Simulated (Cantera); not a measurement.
Cantera run, input and output.

```python
import numpy as np
import cantera as ct

surf = ct.Interface("ptcombust.yaml", "Pt_surf")
gas = surf.adjacent["gas"]
gas.TPX = 998, 150000, {'CH4': 0.026, 'O2': 0.012, 'N2': 0.79}
surf.TP = 998, 150000
reactor = ct.FlowReactor(gas, clone=False)
reactor.area = 0.0001  # m2
reactor.surface_area_to_volume_ratio = 1100  # 1/m
reactor.mass_flow_rate = 1.3 * reactor.area * gas.density  # inlet velocity 1.3 m/s
reactor.energy_enabled = False
wall = ct.ReactorSurface(surf, reactor, clone=False)
net = ct.ReactorNet([reactor])
net.rtol, net.atol = 1e-8, 1e-16
show, cover = ['CH4', 'O2', 'H2O', 'CO2', 'CO'], ['PT(S)', 'H(S)', 'O(S)', 'OH(S)', 'CO(S)', 'C(S)']

rows = []
print(f"{'z/m':>9s}{'u/(m/s)':>9s}" + "".join(f"{s:>13s}" for s in show + cover))
for z in [0.00013, 0.00022, 0.0004, 0.00071, 0.0013, 0.0022, 0.004, 0.0071, 0.013]:
    net.advance(z)
    rows.append([reactor.speed, *gas[show].X, *surf[cover].coverages])
    print(f"{z:9.4g}{rows[-1][0]:9.3g}" + "".join(f"{x:13.4e}" for x in rows[-1][1:]))
```

It prints:

```
      z/m  u/(m/s)          CH4           O2          H2O          CO2           CO        PT(S)         H(S)         O(S)        OH(S)        CO(S)         C(S)
  0.00013      1.3   2.8006e-02   9.7762e-03   6.0374e-03   5.3930e-06   3.3276e-03   4.9414e-01   1.9823e-03   4.8525e-06   8.6562e-06   7.9161e-02   4.2470e-01
  0.00022      1.3   2.7033e-02   8.5344e-03   7.5490e-03   6.3249e-06   4.2784e-03   4.0916e-01   2.1496e-03   2.4790e-06   4.9989e-06   6.8774e-02   5.1991e-01
   0.0004      1.3   2.5908e-02   7.1697e-03   9.1548e-03   7.0429e-06   5.3759e-03   3.1818e-01   2.2617e-03   1.1033e-06   2.5779e-06   5.1711e-02   6.2784e-01
  0.00071     1.31   2.4890e-02   6.0028e-03   1.0472e-02   7.4372e-06   6.3682e-03   2.4280e-01   2.2787e-03   4.9662e-07   1.3472e-06   3.5439e-02   7.1948e-01
   0.0013     1.31   2.3930e-02   4.9661e-03   1.1587e-02   7.6500e-06   7.3011e-03   1.7917e-01   2.2140e-03   2.1436e-07   6.8557e-07   2.2024e-02   7.9659e-01
   0.0022     1.31   2.3200e-02   4.2202e-03   1.2350e-02   7.7408e-06   8.0096e-03   1.3649e-01   2.1098e-03   1.0448e-07   3.8774e-07   1.3983e-02   8.4742e-01
    0.004     1.31   2.2480e-02   3.5230e-03   1.3027e-02   7.7900e-06   8.7071e-03   9.9874e-02   1.9598e-03   4.6997e-08   2.0778e-07   8.1205e-03   8.9004e-01
   0.0071     1.31   2.1885e-02   2.9766e-03   1.3526e-02   7.8107e-06   9.2833e-03   7.3963e-02   1.8005e-03   2.2196e-08   1.1683e-07   4.7406e-03   9.1949e-01
    0.013     1.31   2.1342e-02   2.5044e-03   1.3929e-02   7.8195e-06   9.8075e-03   5.3907e-02   1.6283e-03   1.0210e-08   6.5038e-08   2.6568e-03   9.4181e-01
```

Model: Deutschmann's 1995 Pt surface mechanism with GRI-Mech 3.0 gas chemistry, integrated in Cantera. Catalytic surfaces can have several steady states; this one follows from the mechanism file's or the stated starting coverage. Mass transfer to the wall is taken as infinitely fast.
